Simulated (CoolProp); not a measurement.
Vapour pressure (kPa) of hexamethyldisiloxane (MM): the reference equation beside estimates from Tc = 245.6 °C, pc = 1931 kPa, ω = 0.418.

Computed with CoolProp (reference Helmholtz-energy equation of state, Thol 2016).

```
T (°C)  reference  Soave-Redlich-Kwong  Peng-Robinson
------  ---------  -------------------  -------------
119.85      171.9                  ___          172.1
127.55      208.6                210.9            ___
135.25      251.1                254.5          251.8
142.95      299.8                304.6          301.0
150.65      355.5                361.9          357.4
158.35      418.6                427.0          421.5
166.05      489.9                  ___          494.1
173.75      570.0                583.3            ___
181.45      659.8                676.0          667.4
189.15      760.0                779.2            ___
196.85      871.5                893.8          883.7
204.55        ___                 1020           1010
212.25       1133                 1160            ___
219.95        ___                 1313           1304
```

Question: Complete the blanks.

Answer: 
- 119.85, Soave-Redlich-Kwong: 173.4
- 127.55, Peng-Robinson: 209.0
- 166.05, Soave-Redlich-Kwong: 500.6
- 173.75, Peng-Robinson: 575.8
- 189.15, Peng-Robinson: 769.8
- 204.55, reference: 995.5
- 212.25, Peng-Robinson: 1150
- 219.95, reference: 1286

Absolute difference from the reference over all 14 rows, mean and median: Soave-Redlich-Kwong 2.0 and 2.1 %, Peng-Robinson 0.9 and 0.9 %.
